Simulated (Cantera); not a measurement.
Charge: 1 mol CCl4, 0.096 mol Si, 3.7 mol H2, at 1330 Pa.

Equilibrium computed with Cantera from the NASA thermochemical tables; the gas is ideal and each condensed phase is pure. Candidate condensed phases: C, C6H6, C7H8, C8H18, Si, SiC; 109 gas species. The tables' values for SiCl, SiCl3, CCl are old estimates; treat these amounts as uncertain. Rates play no part.

x: gas mole fraction; n: condensed amount in mol.

| T (°C) | x HCl | x H | x Cl | x H2 | x C3 | x SiCl2 | n C(graphite) |
|---|---|---|---|---|---|---|---|
| 1902 | 0.615 | 0.0236 | 0.0340 | 0.310 | 1.09e-7 | 0.0157 | 0.992 |
| 2002 | 0.581 | 0.0406 | 0.0558 | 0.305 | 7.86e-7 | 0.0149 | 0.985 |
| 2102 | 0.534 | 0.0665 | 0.0856 | 0.297 | 4.80e-6 | 0.0132 | 0.974 |
| 2202 | 0.474 | 0.103 | 0.123 | 0.282 | 2.52e-5 | 0.0104 | 0.954 |
| 2302 | 0.403 | 0.153 | 0.167 | 0.259 | 0.000116 | 0.00646 | 0.921 |
| 2402 | 0.326 | 0.214 | 0.212 | 0.229 | 0.000472 | 0.00303 | 0.868 |
| 2502 | 0.248 | 0.285 | 0.253 | 0.193 | 0.00174 | 0.00111 | [?] |
| 2602 | 0.177 | 0.358 | 0.285 | 0.153 | 0.00581 | 0.000348 | [?] |
| 2702 | 0.118 | 0.423 | 0.304 | 0.112 | 0.0179 | 0.000101 | [?] |
| 2802 | 0.0765 | 0.481 | 0.316 | 0.0790 | 0.0212 | 3.76e-5 | [?] |

Q: What belongs in the gaps?

A: 
- 2502, n C(graphite): 0.782
- 2602, n C(graphite): 0.599
- 2702, n C(graphite): 0.121
- 2802, n C(graphite): 0
